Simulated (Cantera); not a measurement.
Cantera run, input and output.

```python
import numpy as np
import cantera as ct

gas = ct.Solution("gri30.yaml")
gas.TPX = 1223, 140000, {'CH4': 1, 'CO': 0.58, 'O2': 5.72, 'N2': 21.5, 'H2O': 3.5}
reactor = ct.IdealGasReactor(gas, energy="on", clone=False)
net = ct.ReactorNet([reactor])
net.rtol, net.atol = 1e-08, 1e-16
show = ['CH4', 'CO', 'O2', 'H2O2', 'H2', 'C2H']
times = np.geomspace(1e-06, 4, 10)

steps = ct.SolutionArray(gas, extra=["t"])
rows = []
print(f"{'t/s':>10s}{'T/K':>9s}{'P/Pa':>11s}" + "".join(f"{s:>11s}" for s in show))
for t in times:
    while net.time < t:
        t_next = net.step()
        steps.append(gas.state, t=t_next)
    rows.append([np.interp(t, steps.t, y) for y in (steps.T, steps.P, *steps(*show).X.T)])
    print(f"{t:10.3e}{rows[-1][0]:9.1f}{rows[-1][1]:11.4g}" + "".join(f"{x:11.3e}" for x in rows[-1][2:]))
rate = np.gradient(steps.T, steps.t)
print("integrator steps:", len(steps.t))
if steps.T.max() > steps.T[0] + 200:
    print(f"time of steepest temperature rise: {steps.t[rate.argmax()]:.4e} s")
gas.TPX = 1223, 140000, {'CH4': 1, 'CO': 0.58, 'O2': 5.72, 'N2': 21.5, 'H2O': 3.5}
gas.equilibrate("UV")
print(f"equilibrium (UV): T = {gas.T:.1f} K  " + "  ".join(f"{s} {gas[s].X[0]:.3e}" for s in show))
```

Result:

```
       t/s      T/K       P/Pa        CH4         CO         O2       H2O2         H2        C2H
 1.000e-06   1223.0    1.4e+05  3.096e-02  1.796e-02  1.771e-01  1.139e-13  1.841e-12  9.131e-35
 5.415e-06   1223.0    1.4e+05  3.096e-02  1.796e-02  1.771e-01  3.277e-12  3.710e-11  1.630e-32
 2.932e-05   1223.0    1.4e+05  3.096e-02  1.796e-02  1.771e-01  8.619e-11  4.139e-10  1.101e-30
 1.587e-04   1223.0    1.4e+05  3.096e-02  1.796e-02  1.771e-01  1.449e-09  5.491e-09  6.464e-28
 8.595e-04   1223.0    1.4e+05  3.096e-02  1.796e-02  1.771e-01  7.632e-09  1.698e-07  1.012e-23
 4.654e-03   1223.8  1.401e+05  3.085e-02  1.795e-02  1.770e-01  4.117e-08  8.861e-06  3.866e-19
 2.520e-02   2172.4  2.469e+05  6.126e-21  4.766e-04  1.061e-01  2.724e-07  3.189e-04  6.590e-29
 1.364e-01   2166.0  2.461e+05  5.501e-21  4.591e-04  1.048e-01  2.656e-07  3.085e-04  5.264e-29
 7.388e-01   2155.5  2.449e+05  4.579e-21  4.316e-04  1.027e-01  2.548e-07  2.920e-04  3.601e-29
 4.000e+00   2154.7  2.448e+05  4.518e-21  4.297e-04  1.026e-01  2.541e-07  2.909e-04  3.504e-29
integrator steps: 2097
time of steepest temperature rise: 1.7007e-02 s
equilibrium (UV): T = 2154.7 K  CH4 7.092e-21  CO 4.297e-04  O2 1.026e-01  H2O2 2.541e-07  H2 2.909e-04  C2H 4.033e-29
```

Computed with Cantera and GRI-Mech 3.0 (53 species, 325 reactions).
